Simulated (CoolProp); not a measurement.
Vapour-liquid equilibrium of CHF3 (R23) (1) + propylene (2) at 11.8 bar; x and y are mole fractions of (1).

Model: multi-fluid Helmholtz-energy mixture model, Penoncello 2003 and Lemmon 2013; pair parameters Bell 2016, in CoolProp.

```
x      bubble temperature (°C)  y at the bubble point  dew temperature at overall composition x (°C)  liquid density (mol/L)
-----  -----------------------  ---------------------  ---------------------------------------------  ----------------------
0.05                      15.8                  0.223                                           23.7                   12.43
0.125                      4.3                  0.444                                           20.4                   12.95
0.2                       -3.6                  0.576                                           16.9                   13.37
0.275                     -9.0                  0.658                                           13.3                   13.71
0.35                     -12.9                  0.712                                            9.5                   14.00
0.425                    -15.6                  0.751                                            5.4                   14.27
0.5                      -17.7                  0.782                                            1.1                   14.54
0.575                    -19.4                  0.808                                           -3.5                   14.82
0.65                     -20.8                  0.832                                           -8.5                   15.11
0.725                    -22.0                  0.857                                          -13.8                   15.44
0.8                      -23.1                  0.885                                          -18.9                   15.81
0.875                    -24.0                  0.919                                          -22.7                   16.24
0.95                     -24.9                  0.962                                          -24.7                   16.72
```

No azeotrope shows between x = 0.05 and 0.95.

The pair parameters rest on a limited set of measurements; away from them the model extrapolates.
